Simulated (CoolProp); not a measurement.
Vapour-liquid equilibrium of R125 (1) + dimethyl ether (2) at 0.959 MPa; x and y are mole fractions of (1).

Model: multi-fluid Helmholtz-energy mixture model, Lemmon 2005 and Wu 2011; pair parameters Bell 2016, in CoolProp.

```tsv
x	bubble temperature, mixture model (°C)	bubble temperature, Raoult's law (°C)	y, mixture model	y, Raoult's law
0.05	42.0	40.5	0.067	0.106
0.125	40.6	37.2	0.168	0.245
0.2	39.0	34.2	0.268	0.364
0.275	37.3	31.4	0.367	0.466
0.35	35.3	28.8	0.463	0.555
0.425	33.1	26.3	0.556	0.632
0.5	30.7	24.1	0.644	0.701
0.575	28.0	21.9	0.726	0.761
0.65	25.2	19.9	0.798	0.815
0.725	22.2	18.0	0.861	0.862
0.8	19.3	16.2	0.912	0.905
0.875	16.3	14.5	0.953	0.944
0.95	13.6	12.9	0.984	0.979
```

The largest gap from Raoult's law is +6.8 K in bubble temperature, at x = 0.425. No azeotrope shows between x = 0.05 and 0.95.

The pair parameters rest on a limited set of measurements; away from them the model extrapolates.
